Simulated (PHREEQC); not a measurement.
## Brine

Dissolve 3.1 mol NaOH, 0.0099 mol K2SO4 and 0.14 mol NaCl per kg of water at 87 °C. Closed to the air; pH follows from the charge balance.

All values are PHREEQC results (Pitzer model, pitzer.dat), not measurements.

No solid was allowed to form.

Problem. Predict the pH, density, osmotic coefficient.

Solution. pH 12.96; density 1.083 g/cm³; osmotic coefficient 1.100.

Species that the database lacks are ignored. In brines, pH and single-ion activities rest on the MacInnes convention. At this temperature some constants are extrapolated from 25 °C, and those without enthalpy data are left unchanged.
